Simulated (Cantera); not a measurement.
Charge: 1 mol TEOS, 0.071 mol O2, 0.16 mol H2, held at 0.0133 bar.

Method: chemical equilibrium by Gibbs-energy minimisation in Cantera with the NASA 1993 tables (ideal gas, pure condensed phases). Candidate condensed phases: C, C6H6, C7H8, C8H18, H2O, Si, SiC, SiO2; 123 gas species. The feed counts by its element totals alone. The numbers say what is thermodynamically allowed, not how fast it happens.

Task: At 1227 °C, list the 5 most abundant gas species with their mole fractions, and the condensed phases.

Result: H2 0.710, CO 0.289, SiO 0.000566, H 0.000128, CH4 1.73e-5. Condensed: C(graphite) + SiC(s).
